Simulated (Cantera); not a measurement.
A perfectly stirred reactor is fed with 16.4 % C3H8, 83.6 % H2, at 0.987 atm; it is held at 1123 K, and followed from long to short residence time.

Model: GRI-Mech 3.0 (53 species, 325 reactions), integrated in Cantera. GRI-Mech 3.0 was tuned for natural gas; its chemistry of propane as a main component is partial and can be far from experiment. GRI-Mech 3.0 stops at C3 and has no aromatics, soot or wall deposition, so with more carbon than oxygen in the feed, carbon stays in small species such as C2H2 where larger ones or solid carbon would form.

x: mole fraction; the columns are a selection and need not sum to one.

| τ (s) | x C3H8 | x H2 | x C2H6 | x C2H2 | x H |
|---|---|---|---|---|---|
| 1.0 | 0.00590 | 0.696 | 0.0241 | 0.00232 | 6.34e-7 |
| 0.28 | 0.0153 | 0.716 | 0.0215 | 0.00154 | 8.12e-7 |
| 0.076 | 0.0380 | 0.740 | 0.0139 | 0.000693 | 1.01e-6 |
| 0.021 | 0.0807 | 0.775 | 0.00530 | 0.000185 | 1.11e-6 |
| 0.0056 | ___ | 0.810 | ___ | ___ | 1.11e-6 |
| 0.0015 | 0.153 | 0.828 | 0.000212 | 2.00e-6 | 1.05e-6 |
| 0.00041 | 0.161 | 0.834 | 4.13e-5 | 1.12e-7 | 8.83e-7 |
| 0.00011 | 0.164 | 0.836 | ___ | ___ | ___ |

Problem. Some entries are withheld; supply them.

Solution. 
- 0.0056, x C3H8: 0.128
- 0.0056, x C2H6: 0.00113
- 0.0056, x C2H2: 2.46e-5
- 0.00011, x C2H6: 6.63e-6
- 0.00011, x C2H2: 2.60e-9
- 0.00011, x H: 4.96e-7
